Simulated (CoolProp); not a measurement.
Properties of oxygen along the isobar 4.65 bar (Tc = 154.6 K, pc = 50.46 bar, ω = 0.022).

Computed with CoolProp (reference Helmholtz-energy equation of state, Schmidt 1985). Above 300 K oxygen's equation is extrapolated.

```
T (K)  phase  speed of sound (m/s)  isothermal compressibility (1/MPa)  conductivity (mW/(m K))  Prandtl number
-----  -----  --------------------  ----------------------------------  -----------------------  --------------
111.4    gas                 191.9                               2.373                     10.7           0.840
147.3    gas                 227.1                               2.234                     13.9           0.781
183.3    gas                 256.0                               2.191                     17.1           0.754
219.3    gas                 281.3                               2.173                     20.1           0.738
255.3    gas                 304.1                               2.163                     23.1           0.728
291.3    gas                 325.0                               2.158                     26.0           0.721
327.3    gas                 344.3                               2.154                     28.8           0.717
363.3    gas                 362.3                               2.152                     31.5           0.716
399.3    gas                 379.2                               2.151                     34.1           0.716
435.3    gas                     …                               2.150                        …               …
```

Fill in the missing entries.


- 435.3, speed of sound (m/s): 395.1
- 435.3, conductivity (mW/(m K)): 36.7
- 435.3, Prandtl number: 0.718

Viscosity comes from a separate model (Lemmon 2004). Thermal conductivity comes from a separate model (Lemmon 2004).
